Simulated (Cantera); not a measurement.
Input: 1 mol CaO, 2.7 mol O2, 0.17 mol H2O, held at 1.30 bar.

Cantera equilibrium calculation (NASA polynomials, part measured and part estimated; ideal gas, pure solids and liquids). Candidate condensed phases: Ca, CaO, Ca(OH)2, H2O; 14 gas species. Equilibrium is a limit: real reactors are often held back by kinetics, nucleation or transport.

Which condensed phases are stable at each of these points (T (K)): 673, 773, 873, 973, 1073, 1173, 1273, 1373, 1473, 1573, 1673, 1773, 1873, 1973?


```json
[
 {"T (K)": "673", "condensed phases": "CaO(s) + Ca(OH)2(s)", "Ca condensed (%)": "100.0"},
 {"T (K)": "773", "condensed phases": "CaO(s)", "Ca condensed (%)": "100.0"},
 {"T (K)": "873", "condensed phases": "CaO(s)", "Ca condensed (%)": "100.0"},
 {"T (K)": "973", "condensed phases": "CaO(s)", "Ca condensed (%)": "100.0"},
 {"T (K)": "1073", "condensed phases": "CaO(s)", "Ca condensed (%)": "100.0"},
 {"T (K)": "1173", "condensed phases": "CaO(s)", "Ca condensed (%)": "100.0"},
 {"T (K)": "1273", "condensed phases": "CaO(s)", "Ca condensed (%)": "100.0"},
 {"T (K)": "1373", "condensed phases": "CaO(s)", "Ca condensed (%)": "100.0"},
 {"T (K)": "1473", "condensed phases": "CaO(s)", "Ca condensed (%)": "100.0"},
 {"T (K)": "1573", "condensed phases": "CaO(s)", "Ca condensed (%)": "100.0"},
 {"T (K)": "1673", "condensed phases": "CaO(s)", "Ca condensed (%)": "100.0"},
 {"T (K)": "1773", "condensed phases": "CaO(s)", "Ca condensed (%)": "100.0"},
 {"T (K)": "1873", "condensed phases": "CaO(s)", "Ca condensed (%)": "100.0"},
 {"T (K)": "1973", "condensed phases": "CaO(s)", "Ca condensed (%)": "100.0"}
]
```

At 673 K the condensed part is CaO(s) + Ca(OH)2(s). From 773 K to 1973 K the condensed part is CaO(s).
